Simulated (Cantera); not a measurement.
Cantera run:

```python
import numpy as np
import cantera as ct

gas_names = """
    Cu CuF CuF2 CuO Cu2 F FO FO2 F2 F2O H HF HOF HO2 H2 H2F2 H2O H2O2 H3F3 H4F4 H5F5 H6F6 H7F7 O OH O2
    O3
""".split()
cond_names = """
    Cu(cr) Cu(L) CuF2(s) CuF2(L) CuO(s) CuO2H2(s) Cu2O(s) Cu2O(L) H2O(s) H2O(L)
""".split()


# ... load() reads the species with a 1 bar reference pressure and builds the phases ...
atoms = {
    'CuO': {'Cu': 1, 'O': 1},
    'HF': {'H': 1, 'F': 1},
}
top_T = {'CuO(s)': 1390}  # K; cautious upper limits of use, not melting points


# ... equilibrate(T, P, feed) seeds the gas with the atoms and calls Mixture.equilibrate('TP', solver="vcs", rtol=1e-11, max_steps=5000) ...
results = []
feed = {'CuO': 1, 'HF': 4.4}  # mol
P = 100000  # Pa
for T in [1073, 1123, 1173, 1223, 1273, 1323, 1373, 1423, 1473, 1523, 1573, 1623]:
    mix = equilibrate(T, P, feed)
    results.append((T, P, feed, dict(zip(mix.species_names, mix.species_moles))))
    x = sorted(zip(gas.X, gas.species_names), reverse=True)
    print(f"T = {T:g} K  P = {P:g} Pa  gas = {mix.phase_moles(0):.4g} mol")
    print("   x: " + "  ".join(f"{s} {v:.3e}" for v, s in x if v > 1e-05))
    print("   condensed (mol): " + ("  ".join(f"{mix.phase(i).name} {mix.phase_moles(i):.4g}"
          for i in range(1, mix.n_phases) if mix.phase_moles(i) > 1e-12) or "none"))
```

Output:

```
T = 1073 K  P = 100000 Pa  gas = 4.39 mol
   x: HF 9.953e-01  H2O 3.464e-03  O2 1.133e-03  CuF2 9.404e-05  H2F2 3.079e-05  CuF 1.774e-05
   condensed (mol): CuF2(s) 0.01476  CuO(s) 0.9649  Cu2O(s) 0.009909
T = 1123 K  P = 100000 Pa  gas = 4.409 mol
   x: HF 9.928e-01  O2 4.235e-03  H2O 2.597e-03  CuF2 3.031e-04  CuF 5.974e-05  H2F2 2.656e-05
   condensed (mol): CuF2(L) 0.009983  CuO(s) 0.914  Cu2O(s) 0.03721
T = 1173 K  P = 100000 Pa  gas = 4.456 mol
   x: HF 9.826e-01  O2 1.407e-02  H2O 2.373e-03  CuF2 7.287e-04  CuF 1.646e-04  H2F2 2.286e-05
   condensed (mol): CuF2(L) 0.006961  CuO(s) 0.7389  Cu2O(s) 0.1251
T = 1223 K  P = 100000 Pa  gas = 4.593 mol
   x: HF 9.536e-01  O2 4.221e-02  H2O 2.108e-03  CuF2 1.616e-03  CuF 4.149e-04  H2F2 1.914e-05
   condensed (mol): CuF2(L) 0.001306  CuO(s) 0.2156  Cu2O(s) 0.3869
T = 1273 K  P = 100000 Pa  gas = 4.649 mol
   x: HF 9.412e-01  O2 5.324e-02  H2O 2.540e-03  CuF2 2.116e-03  CuF 8.489e-04  H2F2 1.675e-05
   condensed (mol): Cu2O(s) 0.4931
T = 1323 K  P = 100000 Pa  gas = 4.651 mol
   x: HF 9.396e-01  O2 5.314e-02  H2O 3.239e-03  CuF2 2.440e-03  CuF 1.600e-03  H2F2 1.512e-05
   condensed (mol): Cu2O(s) 0.4906
T = 1373 K  P = 100000 Pa  gas = 4.653 mol
   x: HF 9.372e-01  O2 5.304e-02  H2O 4.139e-03  CuF 2.843e-03  CuF2 2.719e-03  H2F2 1.375e-05
   condensed (mol): Cu2O(s) 0.4871
T = 1423 K  P = 100000 Pa  gas = 4.658 mol
   x: HF 9.340e-01  O2 5.294e-02  H2O 5.314e-03  CuF 4.778e-03  CuF2 2.928e-03  H2F2 1.257e-05
   condensed (mol): Cu2O(s) 0.4821
T = 1473 K  P = 100000 Pa  gas = 4.664 mol
   x: HF 9.296e-01  O2 5.283e-02  CuF 7.635e-03  H2O 6.863e-03  CuF2 3.050e-03  H2F2 1.153e-05  OH 1.143e-05
   condensed (mol): Cu2O(s) 0.4751
T = 1523 K  P = 100000 Pa  gas = 4.673 mol
   x: HF 9.238e-01  O2 5.272e-02  CuF 1.157e-02  H2O 8.846e-03  CuF2 3.071e-03  OH 2.006e-05  H2F2 1.061e-05
   condensed (mol): Cu2O(L) 0.4658
T = 1573 K  P = 100000 Pa  gas = 4.684 mol
   x: HF 9.174e-01  O2 5.263e-02  CuF 1.604e-02  H2O 1.094e-02  CuF2 2.938e-03  OH 3.357e-05
   condensed (mol): Cu2O(L) 0.4555
T = 1623 K  P = 100000 Pa  gas = 4.698 mol
   x: HF 9.095e-01  O2 5.251e-02  CuF 2.156e-02  H2O 1.352e-02  CuF2 2.767e-03  OH 5.474e-05  Cu 1.741e-05
   condensed (mol): Cu2O(L) 0.4428
```

Cantera equilibrium calculation (NASA polynomials, part measured and part estimated; ideal gas, pure solids and liquids). Mutual solubility and eutectic melting of coexisting phases are not modelled.
